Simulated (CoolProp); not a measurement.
Tetrahydrofuran at several states: Z from the reference equation and from simpler models built on Tc = 267.0 °C, pc = 5.304 MPa, ω = 0.234; each cubic takes its own stable root.

Model: reference Helmholtz-energy equation of state, Fiedler 2023, in CoolProp.

| T (°C) | p (MPa) | phase | reference |
|---|---|---|---|
| -86.35 | 0.0729 | liquid | 0.003383 |
| 265.05 | 0.0202 | gas | 0.9987 |
| 169.35 | 25.8 | liquid | 0.6681 |
| 185.55 | 22.8 | liquid | 0.5876 |

Problem. How far does each simpler model (van der Waals, Redlich-Kwong) lie from the reference over these 4 states: mean and median of the absolute difference, and the worst?

Solution. 
- van der Waals: mean 39.9 %, median 46.7 %, worst +66.1 % at -86.35 °C and 0.0729 MPa
- Redlich-Kwong: mean 6.9 %, median 8.2 %, worst +11.4 % at -86.35 °C and 0.0729 MPa
